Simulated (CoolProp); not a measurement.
Saturated liquid density (kg/m³) of nitrogen: the reference equation beside estimates from Tc = 126.2 K, pc = 33.96 bar, ω = 0.037.

Computed with CoolProp (reference Helmholtz-energy equation of state, Span 2000).

```csv
T (K),reference,van der Waals,Redlich-Kwong
92.1,734.0,503.6,725.6
96.4,710.4,486.7,695.3
100.8,684.5,468.0,661.5
105.1,656.8,447.9,625.3
109.5,625.3,424.9,584.0
113.8,589.8,399.2,538.0
118.2,545.5,367.7,482.2
122.6,483.6,325.5,409.1
```

Absolute difference from the reference over all 8 rows, mean and median: van der Waals 32.0 and 31.9 %, Redlich-Kwong 6.7 and 5.7 %.
